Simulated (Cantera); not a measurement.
Reactions in the system B-F-N-O

Cantera with NASA thermochemical tables; ideal gases at 1 bar, condensed phases pure. Values are per mole of reaction as written; species without (g) are pure solids or liquids, kept so even where they would boil at 1 bar.

2 B + 2 B2O3(g) = 3 B2O2(g)

```csv
T (K),ΔH° (kJ),ΔS° (J/K),ΔG° (kJ),log10 K,condensed phases
300,303.9,148.7,259.3,-45.14,B(s)
2175,289.3,141.6,-18.7,0.45,B(s)
2275,287.7,140.9,-32.8,0.75,B(s)
2375,185.6,97.4,-45.8,1.01,B(l)
2475,183.7,96.7,-55.5,1.17,B(l)
2575,181.9,95.9,-65.1,1.32,B(l)
```

6 F(g) + N2(g) + B2O2(g) = 2 BF3(g) + 2 NO(g)

| T (K) | ΔH° (kJ) | ΔS° (J/K) | ΔG° (kJ) | log10 K |
|---|---|---|---|---|
| 300 | -2109.2 | -456.9 | -1972.1 | 343.36 |
| 2175 | -2148.3 | -514.3 | -1029.8 | 24.73 |
| 2275 | -2149.2 | -514.7 | -978.3 | 22.46 |
| 2375 | -2150.2 | -515.1 | -926.8 | 20.38 |
| 2475 | -2151.1 | -515.5 | -875.3 | 18.47 |
| 2575 | -2151.9 | -515.8 | -823.7 | 16.71 |
